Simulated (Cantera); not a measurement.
Source: NASA polynomial tables (part measured, part estimated), evaluated in Cantera. Values are per mole of reaction as written; species without (g) are pure solids or liquids, kept so even where they would boil at 1 bar.

2 K₂SO₄ = 4 K(g) + O₂(g) + 2 SO₃(g)

| T (K) | ΔH° (kJ) | ΔS° (J/K) | ΔG° (kJ) | log10 K | condensed phases |
|---|---|---|---|---|---|
| 1273 | 2315.3 | 846.0 | 1238.2 | -50.81 | K₂SO₄(s) |
| 1373 | 2231.2 | 783.2 | 1155.8 | -43.97 | K₂SO₄(l) |
| 1473 | 2218.7 | 774.4 | 1078.0 | -38.23 | K₂SO₄(l) |
| 1573 | ___ | ___ | ___ | ___ | K₂SO₄(l) |
| 1673 | 2194.0 | 758.7 | 924.7 | -28.87 | K₂SO₄(l) |
| 1773 | 2181.9 | 751.6 | 849.2 | -25.02 | K₂SO₄(l) |
| 1873 | 2169.8 | 745.0 | 774.4 | -21.60 | K₂SO₄(l) |
| 1973 | 2157.9 | 738.8 | 700.2 | -18.54 | K₂SO₄(l) |
| 2073 | ___ | ___ | ___ | ___ | K₂SO₄(l) |
| 2173 | 2134.2 | 727.4 | 553.6 | -13.31 | K₂SO₄(l) |
| 2273 | 2122.6 | 722.2 | 481.1 | -11.06 | K₂SO₄(l) |

### Question
Fill in the missing entries.

### Answer

- 1573, ΔH° (kJ): 2206.3
- 1573, ΔS° (J/K): 766.3
- 1573, ΔG° (kJ): 1001.0
- 1573, log10 K: -33.24
- 2073, ΔH° (kJ): 2146.0
- 2073, ΔS° (J/K): 733.0
- 2073, ΔG° (kJ): 626.6
- 2073, log10 K: -15.79
